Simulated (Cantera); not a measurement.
Input: 1 mol HMDSO, 0.42 mol H₂O, 0.16 mol H₂, at 1.00 Torr.

Method: chemical equilibrium by Gibbs-energy minimisation in Cantera with the NASA 1993 tables (ideal gas, pure condensed phases). Candidate condensed phases: C, C₆H₆, C₇H₈, C₈H₁₈, H₂O, Si, SiC, SiO₂; 123 gas species. The feed counts by its element totals alone. Mutual solubility and eutectic melting of coexisting phases are not modelled. The tables hold silica as quartz up to 1696 K and as liquid above; real silica turns to tridymite and cristobalite and melts near 1996 K. Kinetics and transport are ignored.

Task: Which condensed phases are stable at each of these points (T (K)): 673, 773, 873, 973, 1073, 1173, 1273, 1373?

Result: 
| T (K) | condensed phases | Si condensed (%) |
|---|---|---|
| 673 | C(graphite) + SiC(s) + SiO₂(α-quartz) | 100.0 |
| 773 | C(graphite) + SiC(s) + SiO₂(α-quartz) | 100.0 |
| 873 | C(graphite) + SiC(s) + SiO₂(β-quartz) | 100.0 |
| 973 | C(graphite) + SiC(s) + SiO₂(β-quartz) | 100.0 |
| 1073 | C(graphite) + SiC(s) + SiO₂(β-quartz) | 100.0 |
| 1173 | C(graphite) + SiC(s) + SiO₂(β-quartz) | 100.0 |
| 1273 | C(graphite) + SiC(s) | 100.0 |
| 1373 | C(graphite) + SiC(s) | 99.9 |

From 673 K to 773 K the condensed part is C(graphite) + SiC(s) + SiO₂(α-quartz). From 873 K to 1173 K the condensed part is C(graphite) + SiC(s) + SiO₂(β-quartz). From 1273 K to 1373 K the condensed part is C(graphite) + SiC(s).
